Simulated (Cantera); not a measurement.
## CO + H2O + N2 (carbon deposition, reforming and gasification)

A closed system holds: 1 mol CO, 0.92 mol H2O, 22 mol N2, held at 1698 K and 2700 Torr.

Method: chemical equilibrium by Gibbs-energy minimisation in Cantera with the NASA 1993 tables (ideal gas, pure condensed phases). Candidate condensed phases: C, C6H6, C7H8, C8H18, H2O; 136 gas species. Kinetics and transport are ignored.

```yaml
x(N2): 0.920
x(CO): 0.0277
x(H2O): 0.0244
x(CO2): 0.0141
x(H2): 0.0141
x(H): 9.04e-6
gas_amount: 23.92 mol
log10 activity of C(graphite) (absent): -4.55
```
